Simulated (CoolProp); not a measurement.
A simple Rankine cycle with R236FA: condensing at 313.15 K, boiler at 1.85 MPa, turbine inlet 399 K, turbine efficiency 0.75, pump efficiency 0.6, no recuperator. Each further row changes one setting.

The numbers come from the reference Helmholtz-energy equation of state, Pan 2012 in CoolProp.

```tsv
case	thermal efficiency (%)	net work (kJ/kg)	heat in (kJ/kg)	turbine exit temperature (K)	volume ratio over the turbine
as stated	?	17.3	201	363.3	4.70
condensing temperature 305.15 K	?	?	211	?	?
boiler pressure 1.29 MPa	6.8	14.2	?	374.7	3.08
turbine efficiency 0.65	7.3	14.8	201	365.9	4.75
```

Q: What belongs in the gaps?

A: 
- as stated, thermal efficiency (%): 8.6
- condensing temperature 305.15 K, thermal efficiency (%): 9.7
- condensing temperature 305.15 K, net work (kJ/kg): 20.5
- condensing temperature 305.15 K, turbine exit temperature (K): 358.6
- condensing temperature 305.15 K, volume ratio over the turbine: 6.02
- boiler pressure 1.29 MPa, heat in (kJ/kg): 209
